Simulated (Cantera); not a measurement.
Feed: 1 mol Si₂Cl₆, 0.83 mol Cl₂, 53 mol H₂, held at 0.0133 bar.

Equilibrium computed with Cantera from the NASA thermochemical tables; the gas is ideal and each condensed phase is pure. Candidate condensed phases: Si; 19 gas species. The feed counts by its element totals alone. The numbers say what is thermodynamically allowed, not how fast it happens.

**Question.** What share of the Si ends up in condensed phases as a function of T (K), at 900, 975, 1050, 1125, 1200, 1275, 1350, 1425, 1500, 1575, 1650?

**Answer.** 
```tsv
T (K)	Si condensed (%)	as
900	5.2	Si(s)
975	11.4	Si(s)
1050	19.6	Si(s)
1125	27.3	Si(s)
1200	31.6	Si(s)
1275	32.1	Si(s)
1350	30.9	Si(s)
1425	29.2	Si(s)
1500	27.4	Si(s)
1575	25.8	Si(s)
1650	24.2	Si(s)
```
